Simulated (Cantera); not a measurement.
Input: 1 mol AlCl3, 0.87 mol NH3, 150 mol H2, at 39.0 mbar.

Equilibrium computed with Cantera from the NASA thermochemical tables; the gas is ideal and each condensed phase is pure. Candidate condensed phases: Al, AlCl3, AlN, NH4Cl; 20 gas species. Equilibrium is a limit: real reactors are often held back by kinetics, nucleation or transport.

### Question
What share of the Al ends up in condensed phases as a function of T (K), at 673, 773, 873, 973, 1073, 1173, 1273, 1373, 1473, 1573, 1673, 1773, 1873, 1973?

### Answer
```json
[
 {"T (K)": "673", "Al condensed (%)": "80.3", "as": "AlN(s)"},
 {"T (K)": "773", "Al condensed (%)": "78.3", "as": "AlN(s)"},
 {"T (K)": "873", "Al condensed (%)": "76.5", "as": "AlN(s)"},
 {"T (K)": "973", "Al condensed (%)": "74.9", "as": "AlN(s)"},
 {"T (K)": "1073", "Al condensed (%)": "73.5", "as": "AlN(s)"},
 {"T (K)": "1173", "Al condensed (%)": "72.1", "as": "AlN(s)"},
 {"T (K)": "1273", "Al condensed (%)": "70.1", "as": "AlN(s)"},
 {"T (K)": "1373", "Al condensed (%)": "62.3", "as": "AlN(s)"},
 {"T (K)": "1473", "Al condensed (%)": "30.7", "as": "AlN(s)"},
 {"T (K)": "1573", "Al condensed (%)": "0.0", "as": "-"},
 {"T (K)": "1673", "Al condensed (%)": "0.0", "as": "-"},
 {"T (K)": "1773", "Al condensed (%)": "0.0", "as": "-"},
 {"T (K)": "1873", "Al condensed (%)": "0.0", "as": "-"},
 {"T (K)": "1973", "Al condensed (%)": "0.0", "as": "-"}
]
```
